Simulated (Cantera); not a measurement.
A perfectly stirred reactor is fed with 7.99 % CH3OH, 19.3 % O2, 72.7 % N2, equivalence ratio 0.62, at 7500 Torr; it is adiabatic with a 775 K inlet, and is followed from long to short residence time, starting on the burning branch (τ in s: 0.07, 0.032, 0.015, 0.0068, 0.0032, 0.0015, 0.00067, 0.00031, 0.00014, 6.6e-05, 3e-05).

Cantera simulation using GRI-Mech 3.0 (53 species, 325 reactions); the numbers are that mechanism's predictions, not measurements. GRI-Mech 3.0 was tuned for natural gas; its chemistry of methanol as a main component is partial and can be far from experiment.

x: mole fraction; the columns are a selection and need not sum to one.

| τ (s) | T (K) | x CH3OH | x O2 | x C2H2 | x CO | x H2O |
|---|---|---|---|---|---|---|
| 0.070 | 2116 | [?] | 0.0696 | <1e-12 | 0.000335 | 0.152 |
| 0.032 | 2117 | [?] | 0.0700 | <1e-12 | 0.000371 | 0.152 |
| 0.015 | 2117 | [?] | 0.0701 | 2.15e-12 | 0.000441 | 0.152 |
| 0.0068 | 2116 | [?] | 0.0703 | 7.58e-12 | 0.000586 | 0.152 |
| 0.0032 | 2113 | [?] | 0.0704 | 2.02e-11 | 0.000852 | 0.152 |
| 0.0015 | 2107 | [?] | 0.0706 | 4.19e-11 | 0.00133 | 0.152 |
| 0.00067 | 2097 | [?] | 0.0709 | 7.09e-11 | 0.00221 | 0.151 |
| 0.00031 | 2082 | [?] | 0.0716 | 1.04e-10 | 0.00364 | 0.151 |
| 0.00014 | 2057 | [?] | 0.0727 | 1.63e-10 | 0.00611 | 0.149 |
| 6.6e-5 | 2020 | [?] | 0.0746 | 3.17e-10 | 0.0100 | 0.148 |
| 3.0e-5 | 1956 | [?] | 0.0787 | 9.47e-10 | 0.0174 | 0.146 |

### Question
Fill in the missing entries.

### Answer

- 0.070, x CH3OH: 3.11e-7
- 0.032, x CH3OH: 6.66e-7
- 0.015, x CH3OH: 1.38e-6
- 0.0068, x CH3OH: 2.88e-6
- 0.0032, x CH3OH: 5.61e-6
- 0.0015, x CH3OH: 1.05e-5
- 0.00067, x CH3OH: 1.96e-5
- 0.00031, x CH3OH: 3.48e-5
- 0.00014, x CH3OH: 6.27e-5
- 6.6e-5, x CH3OH: 0.000113
- 3.0e-5, x CH3OH: 0.000238
